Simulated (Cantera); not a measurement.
Charge: 1 mol Si2Cl6, 0.35 mol Cl2, 3.4 mol H2, equilibrated at 950 K and 39.0 Torr.

Method: chemical equilibrium by Gibbs-energy minimisation in Cantera with the NASA 1993 tables (ideal gas, pure condensed phases). Candidate condensed phases: Si; 19 gas species. The feed counts by its element totals alone. The tables' values for SiCl3 are old estimates; treat these amounts as uncertain. The numbers say what is thermodynamically allowed, not how fast it happens.

Task: What is the equilibrium state?

Result: x(H2): 0.641
x(SiCl4): 0.288
x(SiHCl3): 0.0501
x(HCl): 0.0169
x(SiCl3): 0.00243
x(SiH2Cl2): 0.000884
x(SiCl2): 0.000682
x(SiH3Cl): 3.90e-6
n(Si(s)): 0.276 mol
gas amount: 5.036 mol
